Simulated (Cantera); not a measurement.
# Equilibrium for sublimation and decomposition of ceramics: MgO + N₂ + H₂O

Input: 1 mol MgO, 0.68 mol N₂, 0.0027 mol H₂O, held at 1330 Pa.

Cantera equilibrium calculation (NASA polynomials, part measured and part estimated; ideal gas, pure solids and liquids). Candidate condensed phases: H₂O, Mg, MgO, Mg(OH)₂; 31 gas species. Rates play no part.

```json
[
 {"T (K)": "2523", "x N₂": "0.794", "x Mg": "0.117", "x O": "0.0280", "x O₂": "0.0397", "x MgO": "0.00519", "x NO": "0.0104", "x H": "0.00284", "n MgO(s)": "0.896"},
 {"T (K)": "2573", "x N₂": "0.684", "x Mg": "0.182", "x O": "0.0444", "x O₂": "0.0623", "x MgO": "0.00946", "x NO": "0.0132", "x H": "0.00260", "n MgO(s)": "0.812"},
 {"T (K)": "2623", "x N₂": "0.521", "x Mg": "0.277", "x O": "0.0694", "x O₂": "0.0962", "x MgO": "0.0168", "x NO": "0.0155", "x H": "0.00207", "n MgO(s)": "0.622"},
 {"T (K)": "2673", "x N₂": "0.291", "x Mg": "0.411", "x O": "0.106", "x O₂": "0.145", "x MgO": "0.0288", "x NO": "0.0154", "x H": "0.00119", "n MgO(s)": "0"},
 {"T (K)": "2723", "x N₂": "0.288", "x Mg": "0.409", "x O": "0.126", "x O₂": "0.134", "x MgO": "0.0260", "x NO": "0.0159", "x H": "0.00132", "n MgO(s)": "0"},
 {"T (K)": "2773", "x N₂": "0.284", "x Mg": "0.406", "x O": "0.147", "x O₂": "0.121", "x MgO": "0.0233", "x NO": "0.0162", "x H": "0.00143", "n MgO(s)": "0"},
 {"T (K)": "2823", "x N₂": "0.280", "x Mg": "0.403", "x O": "0.170", "x O₂": "0.109", "x MgO": "0.0207", "x NO": "0.0163", "x H": "0.00153", "n MgO(s)": "0"},
 {"T (K)": "2873", "x N₂": "0.276", "x Mg": "0.399", "x O": "0.192", "x O₂": "0.0956", "x MgO": "0.0183", "x NO": "0.0162", "x H": "0.00161", "n MgO(s)": "0"},
 {"T (K)": "2923", "x N₂": "0.272", "x Mg": "0.396", "x O": "0.215", "x O₂": "0.0827", "x MgO": "0.0160", "x NO": "0.0160", "x H": "0.00169", "n MgO(s)": "0"}
]
```
x: gas mole fraction; n: condensed amount in mol.

From 2523 K to 2623 K the condensed part is MgO(s). From 2673 K to 2923 K nothing is condensed. The main Mg-bearing gas is Mg throughout.
